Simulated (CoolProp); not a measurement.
R1234ze(Z) along the isotherm 440 K: density (kg/m³) from the reference equation and from simpler models built on Tc = 423.3 K, pc = 3.531 MPa, ω = 0.327; each cubic takes its own stable root.

Model: reference Helmholtz-energy equation of state, Akasaka 2019, in CoolProp.

| p (MPa) | phase | reference |
|---|---|---|
| 0.0279 | gas | 0.8720 |
| 0.0496 | gas | 1.553 |
| 0.0883 | gas | 2.775 |
| 0.157 | gas | 4.967 |
| 0.279 | gas | 8.931 |
| 0.496 | gas | 16.23 |
| 0.883 | gas | 30.11 |
| 1.57 | gas | 58.20 |
| 2.79 | gas | 126.2 |
| 4.96 | supercritical | 557.0 |
| 8.83 | supercritical | 794.7 |

**Question.** How far does each simpler model (ideal gas, van der Waals, Peng-Robinson) lie from the reference over these 11 states: mean and median of the absolute difference, and the worst?

**Answer.** 
- ideal gas: mean 18.5 %, median 4.7 %, worst -72.2 % at 440 K and 4.96 MPa
- van der Waals: mean 6.1 %, median 0.9 %, worst -32.5 % at 440 K and 8.83 MPa
- Peng-Robinson: mean 2.8 %, median 0.1 %, worst -17.3 % at 440 K and 4.96 MPa
